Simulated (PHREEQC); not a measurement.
Make-up at 25 °C: 5.5 mmol/kgw KH2PO4. Closed to the air; pH follows from the charge balance.

The numbers come from PHREEQC with the ion-association model, phreeqc.dat.

The pH is 4.81 and the ionic strength is 0.00554 mol/kgw. The specific conductance is 555 µS/cm.

| species | molality | activity | log γ |
|---|---|---|---|
| K+ | 0.00550 | 0.00507 | -0.035 |
| H2PO4- | 0.00546 | 0.00505 | -0.034 |
| HPO4-2 | 2.78e-5 | 2.04e-5 | -0.135 |
| H+ | 1.66e-5 | 1.54e-5 | -0.031 |
| H3PO4 | 1.15e-5 | 1.15e-5 | 0.001 |
| KHPO4- | 2.18e-7 | 2.01e-7 | -0.034 |

No solid was allowed to form.
